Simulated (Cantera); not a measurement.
Source: NASA polynomial tables (part measured, part estimated), evaluated in Cantera. Values are per mole of reaction as written; species without (g) are pure solids or liquids, kept so even where they would boil at 1 bar.

2 Cr2N + 12 H2O(g) = 12 H2(g) + N2(g) + 4 CrO3(g)

```tsv
T (K)	ΔH° (kJ)	ΔS° (J/K)	ΔG° (kJ)	log10 K
450	1992.8	459.4	1786.1	-207.32
525	[?]	[?]	[?]	[?]
600	2004.8	482.4	1715.4	-149.33
675	[?]	[?]	[?]	[?]
750	2015.4	498.2	1641.7	-114.34
825	[?]	[?]	[?]	[?]
900	2023.8	508.5	1566.2	-90.90
975	2027.0	511.9	1527.9	-81.85
1050	[?]	[?]	[?]	[?]
1125	2031.0	515.8	1450.8	-67.36
```

Task: Fill in the missing entries.

Result: 
- 525, ΔH° (kJ): 1998.9
- 525, ΔS° (J/K): 471.9
- 525, ΔG° (kJ): 1751.2
- 525, log10 K: -174.23
- 675, ΔH° (kJ): 2010.3
- 675, ΔS° (J/K): 491.1
- 675, ΔG° (kJ): 1678.8
- 675, log10 K: -129.91
- 825, ΔH° (kJ): 2019.9
- 825, ΔS° (J/K): 503.9
- 825, ΔG° (kJ): 1604.2
- 825, log10 K: -101.56
- 1050, ΔH° (kJ): 2029.4
- 1050, ΔS° (J/K): 514.3
- 1050, ΔG° (kJ): 1489.4
- 1050, log10 K: -74.09
